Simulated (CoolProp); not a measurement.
Vapour-liquid equilibrium of propane (1) + n-perfluorobutane (2) at 272.5 K; x and y are mole fractions of (1).

Values from CoolProp's multi-fluid Helmholtz-energy mixture model, Lemmon 2009 and Gao 2022; pair parameters Bell 2016.

Question: Give the bubble pressure and the first vapour's composition at x = 0.2, 0.425, 0.65. Is there an azeotrope?

Answer: x = 0.2: 3.091 bar, y = 0.687; x = 0.425: 4.010 bar, y = 0.785; x = 0.65: 4.371 bar, y = 0.828. No azeotrope shows between x = 0.05 and 0.95.

The pair parameters rest on a limited set of measurements; away from them the model extrapolates. With so large a gap from Raoult's law the liquid may split in two, which this calculation doesn't test in full.
